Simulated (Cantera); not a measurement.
An isothermal, constant-pressure homogeneous reactor starts with NH₃ : N₂ = 1 : 0.16 (molar parts), at 2398 K and 20000 Pa.

Model: the gas-phase N/H chemistry of the illustrative SiF4/NH3 mechanism in the Surface Chemkin manual (1991), integrated in Cantera. Walls and surfaces, which speed up NH3 decomposition in real reactors, are not modelled.

One state of this run: x NH₃ = 0.0225; x H₂ = 0.672; x N₂H₄ = 1.45e-9; x N = 1.41e-5; x NH = 5.91e-5; x N₂H₂ = 5.12e-7; x NH₂ = 0.000476. x: mole fraction; the columns are a selection and need not sum to one.

**Question.** Which value of t (s) does it belong to?
A) 2.51
B) 0.00159
C) 4.00e-5
D) 0.0185

**Answer.** D, 0.0185
